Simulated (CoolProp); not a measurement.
Hydrogen sulfide along the isotherm 269.9 K: density (kg/m³) from the reference equation and from simpler models built on Tc = 373.1 K, pc = 8.999 MPa, ω = 0.101; each cubic takes its own stable root.

Computed with CoolProp (reference Helmholtz-energy equation of state, Lemmon 2006). It is a short technical equation, of lower accuracy than the large ones.

```json
[
 {"p (MPa)": "0.0427", "phase": "gas", "reference": "0.6514", "van der Waals": "0.6504", "Redlich-Kwong": "0.6511", "Peng-Robinson": "0.6513"},
 {"p (MPa)": "0.0877", "phase": "gas", "reference": "1.344", "van der Waals": "1.340", "Redlich-Kwong": "1.343", "Peng-Robinson": "1.344"},
 {"p (MPa)": "0.18", "phase": "gas", "reference": "2.786", "van der Waals": "2.769", "Redlich-Kwong": "2.781", "Peng-Robinson": "2.785"},
 {"p (MPa)": "0.37", "phase": "gas", "reference": "5.850", "van der Waals": "(withheld)", "Redlich-Kwong": "5.827", "Peng-Robinson": "5.844"},
 {"p (MPa)": "0.759", "phase": "gas", "reference": "(withheld)", "van der Waals": "12.22", "Redlich-Kwong": "(withheld)", "Peng-Robinson": "12.55"},
 {"p (MPa)": "1.56", "phase": "liquid", "reference": "841.2", "van der Waals": "27.05", "Redlich-Kwong": "798.5", "Peng-Robinson": "914.5"},
 {"p (MPa)": "3.2", "phase": "liquid", "reference": "844.2", "van der Waals": "556.0", "Redlich-Kwong": "802.7", "Peng-Robinson": "918.3"},
 {"p (MPa)": "6.57", "phase": "liquid", "reference": "850.1", "van der Waals": "(withheld)", "Redlich-Kwong": "(withheld)", "Peng-Robinson": "925.8"},
 {"p (MPa)": "13.5", "phase": "liquid", "reference": "861.1", "van der Waals": "582.0", "Redlich-Kwong": "825.4", "Peng-Robinson": "939.5"}
]
```

### Question
Some entries are withheld; supply them.

### Answer

- 0.37, van der Waals: 5.773
- 0.759, reference: 12.60
- 0.759, Redlich-Kwong: 12.47
- 6.57, van der Waals: 565.9
- 6.57, Redlich-Kwong: 810.7

At some of these states van der Waals gives the other phase, because its saturation line lies elsewhere.
